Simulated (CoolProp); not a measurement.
Properties of R1234ze(Z) along the isobar 0.101 MPa.

Values from CoolProp's reference Helmholtz-energy equation of state, Akasaka 2019.

```csv
T (K),phase,density (kg/m³),cv (kJ/(kg K)),Joule-Thomson coefficient (K/MPa),isothermal compressibility (1/MPa)
354.9,gas,3.986,0.8635,20.77,10.11
363.4,gas,3.885,0.8777,19.08,10.09
371.9,gas,3.791,0.8918,17.60,10.08
380.4,gas,3.701,0.9057,16.28,10.06
388.9,gas,3.615,0.9193,15.10,10.05
397.5,gas,3.533,0.9329,14.04,10.04
406,gas,3.456,0.9460,13.10,10.03
414.5,gas,3.382,0.9588,12.25,10.02
423,gas,3.311,0.9714,11.49,10.01
431.5,gas,3.243,0.9837,10.79,10.00
440,gas,3.178,0.9956,10.16,9.995
```
